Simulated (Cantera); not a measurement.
Feed: 1 mol Si₂H₆, 0.33 mol N₂O, equilibrated at 1700 K and 11.0 Pa.

Cantera equilibrium calculation (NASA polynomials, part measured and part estimated; ideal gas, pure solids and liquids). Candidate condensed phases: H₂O, Si, SiO₂, Si₂N₂O, Si₃N₄; 35 gas species. The feed counts by its element totals alone. The tables' values for SiN are old estimates; treat these amounts as uncertain. Gases not in the tables: Si₂H₆ and higher silanes. Rates play no part.

Base state: H₂ 0.803, SiO 0.0890, N₂ 0.0890, H 0.0126, Si 0.00617, SiH 8.97e-5, Si₂ 2.70e-5, Si₂N 2.11e-5 (mole fractions); condensed: Si(l).

Problem. What changes in the equilibrium state with this change: temperature from 1700 K to 698 K?

Solution. 
```json
[
 {"species": "H₂", "before": "0.803", "after": "1.00"},
 {"species": "SiO", "before": "0.0890", "after": "<1e-9"},
 {"species": "N₂", "before": "0.0890", "after": "<1e-9"},
 {"species": "H", "before": "0.0126", "after": "<1e-9"},
 {"species": "Si", "before": "0.00617", "after": "<1e-9"},
 {"species": "SiH", "before": "8.97e-5", "after": "<1e-9"},
 {"species": "Si₂", "before": "2.70e-5", "after": "<1e-9"},
 {"species": "Si₂N", "before": "2.11e-5", "after": "<1e-9"},
 {"species": "Si(l), mol", "before": "1.65", "after": "0"},
 {"species": "Si(s), mol", "before": "0", "after": "1.34"},
 {"species": "Si₂N₂O(s), mol", "before": "0", "after": "0.330"}
]
```

Problem. What changes in the equilibrium state with this change: N₂O from 0.33 to 1.1 mol?

Solution. 
```
species      before    after
----------  -------  -------
H₂            0.803    0.565
SiO          0.0890    0.209
N₂           0.0890    0.209
H            0.0126   0.0106
SiN         1.17e-5  1.79e-5
Si₂N        2.11e-5  3.23e-5
SiH₂        1.14e-5  8.02e-6
SiH         8.97e-5  7.52e-5
Si₂         2.70e-5  2.70e-5
Si(l), mol     1.65    0.866
```
